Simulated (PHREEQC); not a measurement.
Solution (25 °C): 0.16 mol/kgw MgCl2, 0.0023 mol/kgw Na2SO4 and 0.00038 mol/kgw H4SiO4. Closed to the air; pH follows from the charge balance.

Computed with PHREEQC (ion-association model, wateq4f.dat).

| quantity | before | after |
|---|---|---|
| pH | 6.29 | 6.17 |
| MgSO4 (mol/kgw) | 0.00154 | 0.00169 |
| SO4-2 (mol/kgw) | 0.000755 | 0.000609 |
| NaSO4- (mol/kgw) | 3.71e-6 | 2.39e-6 |
| MgOH+ (mol/kgw) | 4.58e-7 | 7.21e-7 |
| SI of Chalcedony (SiO2) | +0.19 | +0.24 |

### Question
What was changed between the two runs?
A) MgCl2 from 0.16 to 0.32 mol/kgw
B) 0.028 mol/kgw NiSO4 added
C) 0.0081 mol/kgw CsCl added
D) Na2SO4 from 0.0023 to 0.00345 mol/kgw

### Answer
A, MgCl2 from 0.16 to 0.32 mol/kgw

Precipitation was switched off in this run. The ionic strength passes 0.7 mol/kgw, the rough limit of the ion-association models, in after. Some of these states are supersaturated (in Quartz (slow to form), Chalcedony (slow to form), for instance).
